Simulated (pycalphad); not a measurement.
Source of the numbers: pycalphad with the COST 507 light-alloy database (1999); pressure 1 atm. No gas phase is included, though pure Mg would boil below 1650 K. These are 1990s assessments: newer ones move some temperatures and phases. Kinetics are ignored, which matters at the lower temperatures.

**Al-6.08Si-0.53Mg (at.%): equilibrium cooling sequence**

| T (K) | phases above | phases below |
|---|---|---|
| 892.4 | liquid | fcc + liquid |
| 846.3 | fcc + liquid | diamond (Si) + fcc + liquid |
| 835.0 | diamond (Si) + fcc + liquid | diamond (Si) + fcc |
| 801.9 | diamond (Si) + fcc | diamond (Si) + fcc + MG2SI |

Changes were sought between steps of 40 K, so a narrower field can be missed.

Database names, with the compositions (at.%) that they take in these runs: MG2SI: Mg 67 Si 33.
